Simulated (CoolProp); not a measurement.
Computed with CoolProp (reference Helmholtz-energy equation of state, Lemmon 2006). It is a short technical equation, of lower accuracy than the large ones.

**Question.** For carbonyl sulfide, give the phase and the cp (kJ/(kg K)), cv (kJ/(kg K)), speed of sound (m/s), isothermal compressibility (1/MPa) at 95.45 °C and 4.18 MPa.

**Answer.** 
- 95.45 °C and 4.18 MPa: gas; cp 1.36, cv 0.710, speed of sound 199, isothermal compressibility 0.403
